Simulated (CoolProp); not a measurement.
Vapour-liquid equilibrium of isopentane (1) + R365MFC (2) at 348.4 K; x and y are mole fractions of (1).

Model: multi-fluid Helmholtz-energy mixture model, Lemmon 2006 and Lemmon 2016; pair parameters Bell 2016, in CoolProp.

```csv
x,"bubble pressure, mixture model (MPa)","bubble pressure, Raoult's law (MPa)","y, mixture model","y, Raoult's law"
0.05,0.3477,0.3134,0.144,0.065
0.2,0.4289,0.3282,0.380,0.248
0.35,0.4709,0.3430,0.496,0.415
0.5,0.4899,0.3578,0.572,0.569
0.65,0.4946,0.3726,0.639,0.710
0.8,0.4834,0.3874,0.726,0.841
0.95,0.4378,0.4022,0.895,0.962
```

The largest gap from Raoult's law is +37.3 % in bubble pressure, at x = 0.35. y crosses x between x = 0.5 and 0.65: the model has an azeotrope there.

The pair parameters rest on a limited set of measurements; away from them the model extrapolates.
